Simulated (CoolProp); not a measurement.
Hydrogen sulfide at several states: density (kg/m³) from the reference equation and from simpler models built on Tc = 100.0 °C, pc = 89.99 bar, ω = 0.101; each cubic takes its own stable root.

Values from CoolProp's reference Helmholtz-energy equation of state, Lemmon 2006. It is a short technical equation, of lower accuracy than the large ones.

| T (°C) | p (bar) | phase | reference |
|---|---|---|---|
| 442.25 | 126 | supercritical | 74.27 |
| 1.45 | 83.1 | liquid | 843.4 |
| 433.25 | 0.376 | gas | 0.2182 |

Q: How far does each simpler model (van der Waals, Redlich-Kwong, Soave-Redlich-Kwong, Peng-Robinson) lie from the reference over these 3 states: mean and median of the absolute difference, and the worst?

A: 
- van der Waals: mean 12.3 %, median 3.8 %, worst -33.1 % at 1.45 °C and 83.1 bar
- Redlich-Kwong: mean 2.1 %, median 1.7 %, worst -4.7 % at 1.45 °C and 83.1 bar
- Soave-Redlich-Kwong: mean 1.5 %, median 0.8 %, worst -3.7 % at 1.45 °C and 83.1 bar
- Peng-Robinson: mean 3.4 %, median 1.3 %, worst +8.8 % at 1.45 °C and 83.1 bar
